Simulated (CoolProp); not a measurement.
Methanol at several states: fugacity coefficient from the reference equation and from simpler models built on Tc = 513.4 K, pc = 82.16 bar, ω = 0.565; each cubic takes its own stable root.

The numbers come from the reference Helmholtz-energy equation of state, de Reuck 1993 in CoolProp.

```json
[
 {"T (K)": "351", "p (bar)": "35.7", "phase": "liquid", "reference": "0.04702"},
 {"T (K)": "592.5", "p (bar)": "0.183", "phase": "gas", "reference": "0.9996"},
 {"T (K)": "551.5", "p (bar)": "130", "phase": "supercritical", "reference": "0.6194"}
]
```

How far does each simpler model (van der Waals, Peng-Robinson) lie from the reference over these 3 states: mean and median of the absolute difference, and the worst?


- van der Waals: mean 237.2 %, median 3.4 %, worst +708.4 % at 351 K and 35.7 bar
- Peng-Robinson: mean 2.1 %, median 2.6 %, worst +3.6 % at 351 K and 35.7 bar
